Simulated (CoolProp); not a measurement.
Aqueous magnesium chloride as a coolant, at 16 °C, 1 atm.

Values from CoolProp's Melinder's fits for secondary coolants.

| mass % | freezing point (°C) | Prandtl number | cp (kJ/(kg K)) | density (kg/m³) | conductivity (W/(m K)) |
|---|---|---|---|---|---|
| 5.9 | -3.7 | 9.11 | 3.837 | 1049 | 0.579 |
| 8.2 | -6.0 | 9.77 | 3.704 | 1069 | 0.574 |
| 10.5 | -9.0 | 10.9 | 3.574 | 1089 | 0.568 |
| 12.8 | -12.7 | 12.2 | 3.449 | 1110 | 0.562 |
| 15.1 | -17.0 | 13.4 | 3.331 | 1131 | 0.555 |
| 17.4 | -21.9 | 14.5 | 3.219 | 1152 | 0.549 |
| 19.7 | -27.8 | 16.3 | 3.112 | 1174 | 0.542 |
| 22 | -35.4 | 22.5 | 3.009 | 1197 | 0.535 |
| 24.3 | -46.1 | 49.5 | 2.903 | 1223 | 0.525 |
| 26.6 | -61.7 | 264 | 2.787 | 1252 | 0.510 |
